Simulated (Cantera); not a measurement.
What does this Cantera script print?

```python
import numpy as np
import cantera as ct

gas_names = """
    Fe FeO Fe(OH)2 H HNO HNO2 HNO3 HO2 H2 H2O H2O2 N NH NH2 NH3 NH2OH NO NO2 NO3 N2 N2H2 N2H4 N2O O OH
    O2 O3
""".split()
cond_names = """
    Fe(a) Fe(c) Fe(d) Fe(L) FeO(s) FeO(L) Fe(OH)2(s) Fe(OH)3(s) Fe2O3(s) Fe3O4(s) H2O(s) H2O(L)
""".split()


# ... load() reads the species with a 1 bar reference pressure and builds the phases ...
atoms = {
    'Fe2O3': {'Fe': 2, 'O': 3},
    'H2O': {'H': 2, 'O': 1},
    'N2': {'N': 2},
}
top_T = {'Fe2O3(s)': 1830, 'Fe3O4(s)': 1870}  # K; cautious upper limits of use, not melting points


# ... equilibrate(T, P, feed) seeds the gas with the atoms and calls Mixture.equilibrate('TP', solver="vcs", rtol=1e-11, max_steps=5000) ...
results = []
feed = {'Fe2O3': 1, 'H2O': 0.11, 'N2': 0.73}  # mol
T = 700  # K
P = 1333.22  # Pa
mix = equilibrate(T, P, feed)
results.append((T, P, feed, dict(zip(mix.species_names, mix.species_moles))))
x = sorted(zip(gas.X, gas.species_names), reverse=True)
print(f"T = {T:g} K  P = {P:g} Pa  gas = {mix.phase_moles(0):.4g} mol")
print("   x: " + "  ".join(f"{s} {v:.3e}" for v, s in x if v > 1e-06))
print("   condensed (mol): " + ("  ".join(f"{mix.phase(i).name} {mix.phase_moles(i):.4g}"
      for i in range(1, mix.n_phases) if mix.phase_moles(i) > 1e-12) or "none"))
```

It prints:

```
T = 700 K  P = 1333.22 Pa  gas = 0.84 mol
   x: N2 8.690e-01  H2O 1.310e-01
   condensed (mol): Fe2O3(s) 1
```

These are equilibrium values from Cantera (NASA tables, ideal gas, pure condensed phases), not measurements of a reactor.
